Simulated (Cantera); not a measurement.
Ignition delay

Mixture: 6.64 % CH₄, 0.995 % H₂, 19.4 % O₂, 73.0 % N₂, at 9.87 atm, adiabatic and at constant pressure. Ignition delay is the time to a rise of 400 K.

Cantera simulation using GRI-Mech 3.0 (53 species, 325 reactions); the numbers are that mechanism's predictions, not measurements.

```json
[
 {"T0 (K)": "1050", "delay (ms)": "7.30"},
 {"T0 (K)": "1100", "delay (ms)": "3.33"},
 {"T0 (K)": "1150", "delay (ms)": "1.78"},
 {"T0 (K)": "1200", "delay (ms)": "1.06"},
 {"T0 (K)": "1250", "delay (ms)": "0.673"},
 {"T0 (K)": "1300", "delay (ms)": "0.438"},
 {"T0 (K)": "1350", "delay (ms)": "0.289"},
 {"T0 (K)": "1400", "delay (ms)": "0.192"},
 {"T0 (K)": "1450", "delay (ms)": "0.129"}
]
```

The apparent activation energy between 1350 and 1450 K comes out as 130 kJ/mol.
